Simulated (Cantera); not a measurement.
# Ignition delay

Mixture: 15.2 % CH₄, 17.9 % O₂, 67.0 % N₂, equivalence ratio 1.7, at 0.450 bar, adiabatic and at constant pressure. Ignition delay is the time to a rise of 400 K.

Model: GRI-Mech 3.0 (53 species, 325 reactions), integrated in Cantera.

```
T0 (K)  delay (ms)
------  ----------
1300          28.7
1375          10.9
1450          4.52
1525          2.06
1600          1.03
1675         0.566
1750         0.334
1825         0.209
1900         0.137
```

```yaml
apparent activation energy between 1750 and 1900 K: 160 kJ/mol
```
